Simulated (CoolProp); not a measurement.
c-C4F8 (RC318) at 293.15 K and 0.119 MPa is throttled through a valve to 0.0182 MPa with no heat exchange. Each further row changes one setting.

The numbers come from the reference Helmholtz-energy equation of state, Platzer 1990 in CoolProp. This equation is an older, rougher fit.

```
case                         temperature change (K)  final density (kg/m³)
---------------------------  ----------------------  ---------------------
as stated                                (withheld)             (withheld)
outlet pressure 0.00546 MPa              (withheld)             (withheld)
outlet pressure 0.0237 MPa                     -1.6             (withheld)
```

### Question
Complete the blanks.

### Answer

- as stated, temperature change (K): -1.7
- as stated, final density (kg/m³): 1.51
- outlet pressure 0.00546 MPa, temperature change (K): -1.9
- outlet pressure 0.00546 MPa, final density (kg/m³): 0.452
- outlet pressure 0.0237 MPa, final density (kg/m³): 1.97
